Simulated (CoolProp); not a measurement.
A simple Rankine cycle with water: condensing at 311.15 K, boiler at 13.2 MPa, turbine inlet 645.1 K, turbine efficiency 0.75, pump efficiency 0.6, no recuperator. Each further row changes one setting.

Computed with CoolProp (reference Helmholtz-energy equation of state, Wagner 2002).

```json
[
 {"case": "as stated", "thermal efficiency (%)": "29.6", "net work (kJ/kg)": "808", "heat in (kJ/kg)": "2730", "turbine exit temperature (K)": "311.2", "volume ratio over the turbine": "1030"},
 {"case": "turbine inlet 665.1 K", "thermal efficiency (%)": "29.9", "net work (kJ/kg)": "841", "heat in (kJ/kg)": "2810", "turbine exit temperature (K)": "311.2", "volume ratio over the turbine": "974"},
 {"case": "condensing temperature 303.15 K", "thermal efficiency (%)": "30.4", "net work (kJ/kg)": "840", "heat in (kJ/kg)": "2760", "turbine exit temperature (K)": "303.1", "volume ratio over the turbine": "1560"},
 {"case": "boiler pressure 9.24 MPa", "thermal efficiency (%)": "29.1", "net work (kJ/kg)": "830", "heat in (kJ/kg)": "2850", "turbine exit temperature (K)": "311.2", "volume ratio over the turbine": "674"},
 {"case": "turbine efficiency 0.65", "thermal efficiency (%)": "25.6", "net work (kJ/kg)": "697", "heat in (kJ/kg)": "2730", "turbine exit temperature (K)": "311.2", "volume ratio over the turbine": "1090"}
]
```

The expansion ends wet for: as stated; turbine inlet 665.1 K; condensing temperature 303.15 K; boiler pressure 9.24 MPa; turbine efficiency 0.65.
